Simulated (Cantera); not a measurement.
Cantera run:

```python
import numpy as np
import cantera as ct

gas_names = [...]  # 110 gases of nasa_gas.yaml made of C, F, H
cond_names = """
    C(gr) C6H6(L) C7H8(L) C8H18(L),n-octa
""".split()


# ... load() reads the species with a 1 bar reference pressure and builds the phases ...
atoms = {
    'c-C4F8': {'C': 4, 'F': 8},
    'H2': {'H': 2},
}
top_T = {'C(gr)': 4500}  # K; cautious upper limits of use, not melting points


# ... equilibrate(T, P, feed) seeds the gas with the atoms and calls Mixture.equilibrate('TP', solver="vcs", rtol=1e-11, max_steps=5000) ...
results = []
feed = {'c-C4F8': 1, 'H2': 0.19}  # mol
P = 2800  # Pa
for T in [2500, 3000, 3500, 4000, 4500, 5000]:
    mix = equilibrate(T, P, feed)
    results.append((T, P, feed, dict(zip(mix.species_names, mix.species_moles))))

top = {s: max(r[3][s] / sum(r[3][g] for g in gas_names) for r in results) for s in gas_names}
cols = sorted((s for s in top if top[s] > 1e-06), key=lambda s: -top[s])[:9]
seen = [c for c in cond_names if any(r[3].get(c, 0) > 1e-12 for r in results)]
print("log10 of partial pressures in bar; condensed amounts in mol")
print(f"{'T/K':>10s}" + "".join(f"{s[:9]:>10s}" for s in cols + seen))
for T, P, feed, n in results:
    ng = sum(n[g] for g in gas_names)
    print(f"{T:10.4g}" + "".join(f"{np.log10(max(n[s] / ng * P / 1e5, 1e-99)):10.3f}" for s in cols)
          + "".join(f"{n.get(c, 0):10.4g}" for c in seen))
```

Output:

```
log10 of partial pressures in bar; condensed amounts in mol
       T/K         F       CF2         C        CF        C3        HF       CF4         H        C2     C(gr)
      2500    -1.976    -1.897    -6.779    -3.462    -6.304    -2.653    -2.744    -6.556    -7.339     1.402
      3000    -1.677    -2.572    -4.295    -2.614    -3.506    -2.845    -5.970    -4.980    -4.499     2.361
      3500    -1.694    -3.901    -2.899    -2.622    -2.649    -3.039    -9.574    -3.673    -3.228         0
      4000    -1.720    -5.326    -2.250    -3.043    -3.207    -3.646   -12.725    -3.136    -3.074         0
      4500    -1.740    -6.764    -2.073    -3.701    -4.625    -4.476   -15.501    -3.075    -3.609         0
      5000    -1.742    -8.006    -2.050    -4.335    -6.114    -5.171   -17.784    -3.068    -4.275         0
```

These are equilibrium values from Cantera (NASA tables, ideal gas, pure condensed phases), not measurements of a reactor. The feed counts by its element totals alone. The tables' values for C2F4 are old estimates; treat these amounts as uncertain. Gases not in the tables: C2F6 and larger saturated fluorocarbons.
